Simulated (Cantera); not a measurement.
What does this Cantera script print?

```python
import numpy as np
import cantera as ct

gas = ct.Solution("h2o2.yaml")


def delay(T, t_max=10):
    gas.TPX = T, 44000, {'H2': 1, 'O2': 0.417, 'N2': 2.79}
    reactor = ct.IdealGasReactor(gas, clone=False)
    net = ct.ReactorNet([reactor])
    net.rtol, net.atol = 1e-8, 1e-16
    while net.time < t_max:
        t_old, T_old = net.time, reactor.T
        net.step()
        if reactor.T > T + 400:  # ignition: a rise of 400 K
            return t_old + (T + 400 - T_old) / (reactor.T - T_old) * (net.time - t_old)
    return np.nan


taus = []
for T in [1075, 1175, 1275, 1375, 1475, 1575, 1675, 1775, 1875, 1975]:
    taus.append(delay(T))
    print(f"T0 = {T:6g} K   tau = {taus[-1]:.4e} s")
```

Output:

```
T0 =   1075 K   tau = 3.1143e-04 s
T0 =   1175 K   tau = 1.7471e-04 s
T0 =   1275 K   tau = 1.1797e-04 s
T0 =   1375 K   tau = 9.2577e-05 s
T0 =   1475 K   tau = 8.2590e-05 s
T0 =   1575 K   tau = 8.1525e-05 s
T0 =   1675 K   tau = 8.6431e-05 s
T0 =   1775 K   tau = 9.5893e-05 s
T0 =   1875 K   tau = 1.0925e-04 s
T0 =   1975 K   tau = 1.2627e-04 s
```

Model: the H2/O2 subset of GRI-Mech 3.0, which has no nitrogen chemistry, integrated in Cantera. Where the delays flatten at high temperature, the 400 K rule measures the pace of heat release, not the induction time.
